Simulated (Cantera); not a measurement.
An adiabatic, constant-volume homogeneous reactor starts with 1.20 % CH₄, 20.7 % O₂, 78.1 % N₂, equivalence ratio 0.12, at 1025 K and 220000 Pa.

Model: GRI-Mech 3.0 (53 species, 325 reactions), integrated in Cantera.

Task: Predict: time of steepest temperature rise; temperature at 0.400 s; equilibrium temperature; x(O₂) at 0.400 s; x(NO) at 0.400 s; x(CO₂) at 0.400 s; x(OH) at 0.400 s.

Result: 
| Item | Result |
|---|---|
| time of steepest temperature rise | 0.137 s |
| temperature at 0.400 s | 1390 K |
| equilibrium temperature | 1388 K |
| x(O₂) at 0.400 s | 0.183 (gas-phase equilibrium 0.183) |
| x(NO) at 0.400 s | 7.28e-8 (gas-phase equilibrium 0.000633) |
| x(CO₂) at 0.400 s | 0.0120 (gas-phase equilibrium 0.0120) |
| x(OH) at 0.400 s | 1.01e-5 (gas-phase equilibrium 9.88e-6) |
